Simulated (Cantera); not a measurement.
# Adiabatic ignition

An adiabatic, constant-volume homogeneous reactor starts with 22.7 % CH₃OH, 16.2 % O₂, 61.1 % N₂, at 1098 K and 1.01 bar.

Model: GRI-Mech 3.0 (53 species, 325 reactions), integrated in Cantera. GRI-Mech 3.0 was tuned for natural gas; its chemistry of methanol as a main component is partial and can be far from experiment.

```csv
t (s),T (K),P (bar),x CH₃OH,x O₂,x HO₂,x N₂O,x CH₂CO,x CO₂
2.00e-6,1098,1.01,0.227,0.162,7.64e-10,<1e-12,<1e-12,7.22e-11
4.86e-6,1098,1.01,0.227,0.162,2.21e-9,<1e-12,<1e-12,1.80e-10
1.18e-5,1098,1.01,0.227,0.162,5.95e-9,<1e-12,<1e-12,4.43e-10
2.87e-5,1098,1.01,0.227,0.162,1.59e-8,<1e-12,<1e-12,1.08e-9
6.97e-5,1098,1.01,0.227,0.162,4.24e-8,<1e-12,<1e-12,2.63e-9
0.000169,1098,1.01,0.227,0.162,1.10e-7,<1e-12,<1e-12,6.39e-9
0.000412,1098,1.01,0.227,0.162,2.74e-7,<1e-12,<1e-12,1.55e-8
0.00100,1098,1.01,0.227,0.162,6.70e-7,<1e-12,<1e-12,3.78e-8
0.00243,1098,1.01,0.227,0.162,1.60e-6,2.33e-12,<1e-12,9.18e-8
0.00590,1098,1.01,0.227,0.162,3.61e-6,1.32e-11,<1e-12,2.23e-7
0.0143,1098,1.01,0.227,0.162,8.02e-6,7.16e-11,<1e-12,5.45e-7
0.0349,1099,1.01,0.227,0.162,3.14e-5,4.77e-10,2.12e-12,1.48e-6
0.0847,2552,3.06,<1e-12,4.85e-5,5.88e-8,2.22e-8,<1e-12,0.0351
0.206,2552,3.06,<1e-12,4.85e-5,5.88e-8,2.22e-8,<1e-12,0.0351
0.500,2552,3.06,<1e-12,4.85e-5,5.88e-8,2.22e-8,<1e-12,0.0351
```
x: mole fraction; the columns are a selection and need not sum to one.

| Quantity | Result |
|---|---|
| time of steepest temperature rise | 50.3 ms |
| temperature at 0.500 s | 2552 K |
| equilibrium temperature | 2552 K |
| x(CH₃OH) at 0.500 s | <1e-12 (gas-phase equilibrium <1e-12) |
| x(O₂) at 0.500 s | 4.85e-5 (gas-phase equilibrium 4.85e-5) |
| x(HO₂) at 0.500 s | 5.88e-8 (gas-phase equilibrium 5.88e-8) |
